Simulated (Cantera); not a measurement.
Charge: 1 mol CH₃OH, 1.1 mol O₂, 0.58 mol N₂, equilibrated at 600 °C and 1.10 mbar.

Equilibrium computed with Cantera from the NASA thermochemical tables; the gas is ideal and each condensed phase is pure. Candidate condensed phases: C, C₆H₆, C₇H₈, C₈H₁₈, H₂O; 136 gas species. Equilibrium is a limit: real reactors are often held back by kinetics, nucleation or transport.

Base state: H₂O 0.378, CO₂ 0.237, H₂ 0.181, N₂ 0.162, CO 0.0425 (mole fractions); condensed: gas only.

What changes in the equilibrium state with this change: temperature from 600 °C to 2575 °C?


```json
[
 {"species": "H", "before": "<1e-9", "after": "0.471"},
 {"species": "O", "before": "<1e-9", "after": "0.242"},
 {"species": "CO", "before": "0.0425", "after": "0.135"},
 {"species": "H₂O", "before": "0.378", "after": "0.00407"},
 {"species": "OH", "before": "<1e-9", "after": "0.0215"},
 {"species": "O₂", "before": "<1e-9", "after": "0.0151"},
 {"species": "CO₂", "before": "0.237", "after": "0.00298"},
 {"species": "H₂", "before": "0.181", "after": "0.0261"},
 {"species": "N₂", "before": "0.162", "after": "0.0785"},
 {"species": "NO", "before": "<1e-9", "after": "0.00332"},
 {"species": "N", "before": "<1e-9", "after": "4.19e-5"}
]
```
